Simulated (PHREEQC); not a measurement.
# Silver or lead bath (model solution)

Make-up at 20 °C: 0.0027 mol Pb(NO3)2 per kg of water. Closed to the air; pH follows from the charge balance.

Model: ion-association model, wateq4f.dat, run in PHREEQC.

```
Item                      Value
--------------  ---------------
pH                         5.21
ionic strength  0.00782 mol/kgw
```

```tsv
species	molality	activity	log γ
NO3-	0.00526	0.00479	-0.041
Pb+2	0.00255	0.00177	-0.160
PbNO3+	0.000137	0.000125	-0.040
H+	6.67e-6	6.14e-6	-0.035
PbOH+	6.16e-6	5.61e-6	-0.040
Pb2OH+3	5.09e-7	2.22e-7	-0.359
OH-	1.21e-9	1.11e-9	-0.041
```

This is a speciation only: nothing precipitates in the calculation.
